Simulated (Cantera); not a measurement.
A closed system holds: 1 mol Si3N4, 0.12 mol O2, a varied amount of H2, held at 0.675 Torr.

Points: T (K) = 1023, 1073, 1123, 1173, 1223, 1273, 1323, 1373, 1423, 1473, 1523, 1573, 1623; n(H2) (mol) = 5, 5.7, 6.4, 7.2, 8.2, 9.2, 10, 12, 13, 15, 17, 19, 22.

Cantera's Mixture.equilibrate('TP', solver="vcs", rtol=1e-11, max_steps=5000) on the NASA tables stopped like this:

```
ERROR: FAILURE its = 5001!

*******************************************************************************
CanteraError thrown by MultiPhase::equilibrate:
VCS solver failed. Return code: -1
*******************************************************************************
```

Task: What got this run through?

Result: One answer among several that fit: The failure is numerical, not chemical. The same input converged with solver="gibbs", rtol=1e-10, max_steps=50000, and the result passed a check of the equilibrium conditions:
```
   1023          5  Si2N2O(s) + Si3N4(a)
   1023        5.7  Si2N2O(s) + Si3N4(a)
   1023        6.4  Si2N2O(s) + Si3N4(a)
   1023        7.2  Si2N2O(s) + Si3N4(a)
   1023        8.2  Si2N2O(s) + Si3N4(a)
   1023        9.2  Si2N2O(s) + Si3N4(a)
   1023         10  Si2N2O(s) + Si3N4(a)
   1023         12  Si2N2O(s) + Si3N4(a)
   1023         13  Si2N2O(s) + Si3N4(a)
   1023         15  Si2N2O(s) + Si3N4(a)
   1023         17  Si2N2O(s) + Si3N4(a)
   1023         19  Si2N2O(s) + Si3N4(a)
   1023         22  Si2N2O(s) + Si3N4(a)
   1073          5  Si2N2O(s) + Si3N4(a)
   1073        5.7  Si2N2O(s) + Si3N4(a)
   1073        6.4  Si2N2O(s) + Si3N4(a)
   1073        7.2  Si2N2O(s) + Si3N4(a)
   1073        8.2  Si2N2O(s) + Si3N4(a)
   1073        9.2  Si2N2O(s) + Si3N4(a)
   1073         10  Si2N2O(s) + Si3N4(a)
   1073         12  Si2N2O(s) + Si3N4(a)
   1073         13  Si2N2O(s) + Si3N4(a)
   1073         15  Si2N2O(s) + Si3N4(a)
   1073         17  Si2N2O(s) + Si3N4(a)
   1073         19  Si2N2O(s) + Si3N4(a)
   1073         22  Si2N2O(s) + Si3N4(a)
   1123          5  Si2N2O(s) + Si3N4(a)
   1123        5.7  Si2N2O(s) + Si3N4(a)
   1123        6.4  Si2N2O(s) + Si3N4(a)
   1123        7.2  Si2N2O(s) + Si3N4(a)
   1123        8.2  Si2N2O(s) + Si3N4(a)
   1123        9.2  Si2N2O(s) + Si3N4(a)
   1123         10  Si2N2O(s) + Si3N4(a)
   1123         12  Si2N2O(s) + Si3N4(a)
   1123         13  Si2N2O(s) + Si3N4(a)
   1123         15  Si2N2O(s) + Si3N4(a)
   1123         17  Si2N2O(s) + Si3N4(a)
   1123         19  Si2N2O(s) + Si3N4(a)
   1123         22  Si2N2O(s) + Si3N4(a)
   1173          5  Si2N2O(s) + Si3N4(a)
   1173        5.7  Si2N2O(s) + Si3N4(a)
   1173        6.4  Si2N2O(s) + Si3N4(a)
   1173        7.2  Si2N2O(s) + Si3N4(a)
   1173        8.2  Si2N2O(s) + Si3N4(a)
   1173        9.2  Si2N2O(s) + Si3N4(a)
   1173         10  Si2N2O(s) + Si3N4(a)
   1173         12  Si2N2O(s) + Si3N4(a)
   1173         13  Si2N2O(s) + Si3N4(a)
   1173         15  Si2N2O(s) + Si3N4(a)
   1173         17  Si2N2O(s) + Si3N4(a)
   1173         19  Si2N2O(s) + Si3N4(a)
   1173         22  Si2N2O(s) + Si3N4(a)
   1223          5  Si2N2O(s) + Si3N4(a)
   1223        5.7  Si2N2O(s) + Si3N4(a)
   1223        6.4  Si2N2O(s) + Si3N4(a)
   1223        7.2  Si2N2O(s) + Si3N4(a)
   1223        8.2  Si2N2O(s) + Si3N4(a)
   1223        9.2  Si2N2O(s) + Si3N4(a)
   1223         10  Si2N2O(s) + Si3N4(a)
   1223         12  Si2N2O(s) + Si3N4(a)
   1223         13  Si2N2O(s) + Si3N4(a)
   1223         15  Si2N2O(s) + Si3N4(a)
   1223         17  Si2N2O(s) + Si3N4(a)
   1223         19  Si2N2O(s) + Si3N4(a)
   1223         22  Si2N2O(s) + Si3N4(a)
   1273          5  Si2N2O(s) + Si3N4(a)
   1273        5.7  Si2N2O(s) + Si3N4(a)
   1273        6.4  Si2N2O(s) + Si3N4(a)
   1273        7.2  Si2N2O(s) + Si3N4(a)
   1273        8.2  Si2N2O(s) + Si3N4(a)
   1273        9.2  Si2N2O(s) + Si3N4(a)
   1273         10  Si2N2O(s) + Si3N4(a)
   1273         12  Si2N2O(s) + Si3N4(a)
   1273         13  Si2N2O(s) + Si3N4(a)
   1273         15  Si2N2O(s) + Si3N4(a)
   1273         17  Si2N2O(s) + Si3N4(a)
   1273         19  Si2N2O(s) + Si3N4(a)
   1273         22  Si2N2O(s) + Si3N4(a)
   1323          5  Si2N2O(s) + Si3N4(a)
   1323        5.7  Si2N2O(s) + Si3N4(a)
   1323        6.4  Si2N2O(s) + Si3N4(a)
   1323        7.2  Si2N2O(s) + Si3N4(a)
   1323        8.2  Si2N2O(s) + Si3N4(a)
   1323        9.2  Si2N2O(s) + Si3N4(a)
   1323         10  Si2N2O(s) + Si3N4(a)
   1323         12  Si2N2O(s) + Si3N4(a)
   1323         13  Si2N2O(s) + Si3N4(a)
   1323         15  Si2N2O(s) + Si3N4(a)
   1323         17  Si2N2O(s) + Si3N4(a)
   1323         19  Si2N2O(s) + Si3N4(a)
   1323         22  Si2N2O(s) + Si3N4(a)
   1373          5  Si2N2O(s) + Si3N4(a)
   1373        5.7  Si2N2O(s) + Si3N4(a)
   1373        6.4  Si2N2O(s) + Si3N4(a)
   1373        7.2  Si2N2O(s) + Si3N4(a)
   1373        8.2  Si2N2O(s) + Si3N4(a)
   1373        9.2  Si2N2O(s) + Si3N4(a)
   1373         10  Si2N2O(s) + Si3N4(a)
   1373         12  Si2N2O(s) + Si3N4(a)
   1373         13  Si2N2O(s) + Si3N4(a)
   1373         15  Si2N2O(s) + Si3N4(a)
   1373         17  Si2N2O(s) + Si3N4(a)
   1373         19  Si2N2O(s) + Si3N4(a)
   1373         22  Si2N2O(s) + Si3N4(a)
   1423          5  Si2N2O(s) + Si3N4(a)
   1423        5.7  Si2N2O(s) + Si3N4(a)
   1423        6.4  Si2N2O(s) + Si3N4(a)
   1423        7.2  Si2N2O(s) + Si3N4(a)
   1423        8.2  Si(cr) + Si2N2O(s) + Si3N4(a)
   1423        9.2  Si(cr) + Si2N2O(s) + Si3N4(a)
   1423         10  Si(cr) + Si2N2O(s) + Si3N4(a)
   1423         12  Si(cr) + Si2N2O(s) + Si3N4(a)
   1423         13  Si(cr) + Si2N2O(s) + Si3N4(a)
   1423         15  Si(cr) + Si2N2O(s) + Si3N4(a)
   1423         17  Si(cr) + Si2N2O(s) + Si3N4(a)
   1423         19  Si(cr) + Si2N2O(s) + Si3N4(a)
   1423         22  Si(cr) + Si2N2O(s) + Si3N4(a)
   1473          5  Si(cr) + Si2N2O(s) + Si3N4(a)
   1473        5.7  Si(cr) + Si2N2O(s) + Si3N4(a)
   1473        6.4  Si
```

The gas is ideal and each condensed phase is pure. Mutual solubility and eutectic melting of coexisting phases are not modelled.
